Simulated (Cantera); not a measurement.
What does this Cantera script print?

```python
import numpy as np
import cantera as ct

gas_names = """
    N NO NO2 NO3 N2 N2O O O2 O3 Si SiN SiO SiO2 Si2 Si2N Si3
""".split()
cond_names = """
    Si(cr) Si(L) SiO2(Lqz) SiO2(hqz) SiO2(L) Si2N2O(s) Si3N4(a)
""".split()


def load(file, names, dense=False):
    # The tables refer to 1 bar. Condensed volumes are neglected.
    table = {s.name: s for s in ct.Species.list_from_file(file)}
    out = []
    for n in names:
        d = dict(table[n].input_data)
        d["thermo"] = dict(d["thermo"], **{"reference-pressure": 1e5})
        if dense:
            d["equation-of-state"] = {"model": "constant-volume", "density": "1e6 g/cm^3"}
        out.append(ct.Species.from_dict(d))
    return out


gas = ct.Solution(thermo="ideal-gas", species=load("nasa_gas.yaml", gas_names))
cond = {s.name: ct.Solution(thermo="fixed-stoichiometry", species=[s], name=s.name)
        for s in load("nasa_condensed.yaml", cond_names, dense=True)}
atoms = {
    'Si3N4': {'Si': 3, 'N': 4},
    'O2': {'O': 2},
    'N2': {'N': 2},
}
top_T = {'Si2N2O(s)': 2100, 'Si3N4(a)': 2400}  # K; cautious upper limits of use, not melting points


def equilibrate(T, P, feed):
    n = {}
    for name, mol in feed.items():
        for a, k in atoms[name].items():
            n[a] = n.get(a, 0.0) + k * mol
    gas.TPX = T, P, n
    mass = sum(n.values()) * gas.mean_molecular_weight
    gas.equilibrate("TP")
    valid = [c for c in cond.values() if c.min_temp <= T <= top_T.get(c.name, c.max_temp)]
    mix = ct.Mixture([(gas, mass / gas.mean_molecular_weight)] + [(c, 0.0) for c in valid])
    mix.T, mix.P = T, P
    mix.equilibrate("TP", solver="vcs", rtol=1e-11, max_steps=5000)
    return mix


results = []
feed = {'Si3N4': 1, 'O2': 0.36, 'N2': 3.6}  # mol
T = 1600  # K
P = 1000  # Pa
mix = equilibrate(T, P, feed)
results.append((T, P, feed, dict(zip(mix.species_names, mix.species_moles))))
x = sorted(zip(gas.X, gas.species_names), reverse=True)
print(f"T = {T:g} K  P = {P:g} Pa  gas = {mix.phase_moles(0):.4g} mol")
print("   x: " + "  ".join(f"{s} {v:.3e}" for v, s in x if v > 1e-05))
print("   condensed (mol): " + ("  ".join(f"{mix.phase(i).name} {mix.phase_moles(i):.4g}"
      for i in range(1, mix.n_phases) if mix.phase_moles(i) > 1e-12) or "none"))
```

Output:

```
T = 1600 K  P = 1000 Pa  gas = 3.841 mol
   x: N2 9.997e-01  SiO 2.613e-04
   condensed (mol): Si2N2O(s) 0.719  Si3N4(a) 0.5203
```

Equilibrium computed with Cantera from the NASA thermochemical tables; the gas is ideal and each condensed phase is pure. Mutual solubility and eutectic melting of coexisting phases are not modelled.
